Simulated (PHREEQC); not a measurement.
## Copper plating or etch bath

Make-up at 25 °C: 0.11 mol/kgw CuCl2, 0.11 mol/kgw H2SO4 and 0.001 mol/kgw H3BO3. Closed to the air; pH follows from the charge balance.

Model: ion-association model, phreeqc.dat, run in PHREEQC.

This is a speciation only: nothing precipitates in the calculation.

Question: Estimate the pH.

Answer: pH 0.94.

Question: In which forms is S present?

Answer: HSO4- 64 %, SO4-2 19 %, CuSO4 16 % of the S.

Complexes and solids missing from the database can't appear.
